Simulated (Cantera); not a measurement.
# TiCl4 + N2 (titanium nitride, carbide and oxide coatings)

A closed system holds: 1 mol TiCl4, 2.4 mol N2, held at 120 Pa.

Method: chemical equilibrium by Gibbs-energy minimisation in Cantera with the NASA 1993 tables (ideal gas, pure condensed phases). Candidate condensed phases: Ti, TiCl2, TiCl3, TiCl4, TiN; 9 gas species. Kinetics and transport are ignored.

```csv
T (K),x N2,x TiCl4,x TiCl3,x Cl,x Cl2,x TiCl2
973,0.706,0.294,2.26e-5,1.47e-5,3.94e-6,<1e-12
1048,0.706,0.294,9.59e-5,7.39e-5,1.10e-5,4.15e-12
1123,0.706,0.294,0.000343,0.000292,2.55e-5,9.67e-11
1198,0.705,0.293,0.00106,0.000959,5.15e-5,1.56e-9
1273,0.704,0.290,0.00289,0.00270,9.33e-5,1.85e-8
1348,0.701,0.285,0.00703,0.00673,0.000154,1.68e-7
1423,0.695,0.274,0.0155,0.0150,0.000235,1.21e-6
```
x: gas mole fraction; nothing condenses.

From 973 K to 1423 K nothing is condensed. The main Ti-bearing gas is TiCl4 throughout.
